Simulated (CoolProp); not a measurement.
Sulfur dioxide along the isobar 4.12 MPa: fugacity coefficient from the reference equation and from simpler models built on Tc = 157.5 °C, pc = 7.887 MPa, ω = 0.256; each cubic takes its own stable root.

Computed with CoolProp (reference Helmholtz-energy equation of state, Gao 2016).

| T (°C) | phase | reference |
|---|---|---|
| -17.55 | liquid | 0.01844 |
| 1.35 | liquid | 0.04148 |
| 20.25 | liquid | 0.08193 |
| 39.15 | liquid | 0.1457 |
| 58.15 | liquid | 0.2381 |
| 77.05 | liquid | 0.3613 |
| 95.95 | liquid | 0.5157 |
| 114.95 | liquid | 0.6990 |
| 133.85 | gas | 0.7826 |
| 152.75 | gas | 0.8157 |
| 171.65 | gas | 0.8422 |
| 190.65 | gas | 0.8640 |

### Question
How far does each simpler model (Redlich-Kwong, Soave-Redlich-Kwong, Peng-Robinson) lie from the reference over these 12 states: mean and median of the absolute difference, and the worst?

### Answer
- Redlich-Kwong: mean 32.5 %, median 23.0 %, worst +102.5 % at -17.55 °C and 4.12 MPa
- Soave-Redlich-Kwong: mean 1.7 %, median 1.6 %, worst +3.1 % at 77.05 °C and 4.12 MPa
- Peng-Robinson: mean 0.9 %, median 0.9 %, worst +2.0 % at -17.55 °C and 4.12 MPa

At some of these states Redlich-Kwong gives the other phase, because its saturation line lies elsewhere.
